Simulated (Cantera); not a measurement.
Cantera with NASA thermochemical tables; ideal gases at 1 bar, condensed phases pure. Values are per mole of reaction as written; species without (g) are pure solids or liquids, kept so even where they would boil at 1 bar.

Task: Between 473 and 1273 K, where is each reaction favourable under standard conditions?
- 4 Cu(OH)2 = 3 O2(g) + 4 H2(g) + 2 Cu2O
- 4 OH(g) + Cu2O = 2 Cu(OH)2 + O(g)

Result: 
- 4 Cu(OH)2 = 3 O2(g) + 4 H2(g) + 2 Cu2O: ΔG° is 1042 kJ at 473 K and 386 kJ at 1273 K; it stays positive (K < 1). ΔH° is 1385 kJ and ΔS° 785 J/K at 1273 K.
- 4 OH(g) + Cu2O = 2 Cu(OH)2 + O(g): ΔG° is -427 kJ at 473 K and -102 kJ at 1273 K; it stays negative (K > 1). ΔH° is -591 kJ and ΔS° -384 J/K at 1273 K.
